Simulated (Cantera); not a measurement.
Input (Python, Cantera) and output of one run.

```python
import numpy as np
import cantera as ct

gas_names = [...]  # 113 gases of nasa_gas.yaml made of C, H, O, Ta
cond_names = """
    C(gr) C6H6(L) C7H8(L) C8H18(L),n-octa H2O(s) H2O(L) Ta(cr) Ta(L) TaC(s) TaC(L) Ta2O5(s) Ta2O5(L)
""".split()


# ... load() reads the species with a 1 bar reference pressure and builds the phases ...
atoms = {
    'Ta2O5': {'Ta': 2, 'O': 5},
    'CH4': {'C': 1, 'H': 4},
    'H2': {'H': 2},
}
top_T = {'C(gr)': 4500}  # K; cautious upper limits of use, not melting points


# ... equilibrate(T, P, feed) seeds the gas with the atoms and calls Mixture.equilibrate('TP', solver="vcs", rtol=1e-11, max_steps=5000) ...
results = []
feed = {'Ta2O5': 1, 'CH4': 2.7, 'H2': 0.93}  # mol
P = 68  # Pa
for T in [1675, 1700, 1725, 1750, 1775, 1800, 1825]:
    mix = equilibrate(T, P, feed)
    results.append((T, P, feed, dict(zip(mix.species_names, mix.species_moles))))
    x = sorted(zip(gas.X, gas.species_names), reverse=True)
    print(f"T = {T:g} K  P = {P:g} Pa  gas = {mix.phase_moles(0):.4g} mol")
    print("   x: " + "  ".join(f"{s} {v:.3e}" for v, s in x if v > 1e-06))
    print("   condensed (mol): " + ("  ".join(f"{mix.phase(i).name} {mix.phase_moles(i):.4g}"
          for i in range(1, mix.n_phases) if mix.phase_moles(i) > 1e-12) or "none"))
```

Output:

```
T = 1675 K  P = 68 Pa  gas = 8.274 mol
   x: H2 7.627e-01  CO 2.329e-01  H 3.889e-03  H2O 4.257e-04  CO2 3.922e-05  TaO2 1.318e-06
   condensed (mol): TaC(s) 0.7725  Ta2O5(s) 0.6137
T = 1700 K  P = 68 Pa  gas = 8.278 mol
   x: H2 7.618e-01  CO 2.328e-01  H 4.932e-03  H2O 4.377e-04  CO2 3.914e-05  TaO2 2.610e-06
   condensed (mol): TaC(s) 0.7726  Ta2O5(s) 0.6137
T = 1725 K  P = 68 Pa  gas = 8.283 mol
   x: H2 7.606e-01  CO 2.327e-01  H 6.212e-03  H2O 4.493e-04  CO2 3.905e-05  TaO2 5.067e-06
   condensed (mol): TaC(s) 0.7726  Ta2O5(s) 0.6137
T = 1750 K  P = 68 Pa  gas = 8.29 mol
   x: H2 7.593e-01  CO 2.325e-01  H 7.771e-03  H2O 4.607e-04  CO2 3.897e-05  TaO2 9.643e-06  TaO 1.640e-06
   condensed (mol): TaC(s) 0.7726  Ta2O5(s) 0.6137
T = 1775 K  P = 68 Pa  gas = 8.298 mol
   x: H2 7.576e-01  CO 2.322e-01  H 9.661e-03  H2O 4.718e-04  CO2 3.887e-05  TaO2 1.801e-05  TaO 3.426e-06
   condensed (mol): TaC(s) 0.7726  Ta2O5(s) 0.6136
T = 1800 K  P = 68 Pa  gas = 9.082 mol
   x: H2 6.908e-01  CO 2.972e-01  H 1.141e-02  H2O 4.757e-04  CO2 5.358e-05  TaO2 3.181e-05  TaO 6.255e-06
   condensed (mol): Ta(cr) 1.082  Ta2O5(s) 0.4589
T = 1825 K  P = 68 Pa  gas = 9.094 mol
   x: H2 6.885e-01  CO 2.968e-01  H 1.401e-02  H2O 5.425e-04  CO2 5.969e-05  TaO2 5.427e-05  TaO 1.062e-05
   condensed (mol): Ta(cr) 1.082  Ta2O5(s) 0.4587
```

These are equilibrium values from Cantera (NASA tables, ideal gas, pure condensed phases), not measurements of a reactor. Mutual solubility and eutectic melting of coexisting phases are not modelled. TaC: taken at fixed stoichiometry. Condensed phases not in the tables: Ta2C, N, O or C dissolved in the metal.
